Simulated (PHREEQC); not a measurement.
Dissolve 0.007 mol CdSO4 and 0.06 mol MnSO4 per kg of water at 85 °C. Closed to the air; pH follows from the charge balance.

The numbers come from PHREEQC with the ion-association model, phreeqc.dat.

**Question.** The ionic strength comes out as 0.114 mol/kgw. What activity coefficients do Cd+2, CdOH+, Mn+2, Cd(SO4)2-2, MnOH+ get?

**Answer.** Cd+2 0.31, CdOH+ 0.75, Mn+2 0.34, Cd(SO4)2-2 0.31, MnOH+ 0.75.

Precipitation was switched off in this run. Away from 25 °C the constants follow the database's enthalpies or fits; those with neither stay at their 25 °C values.
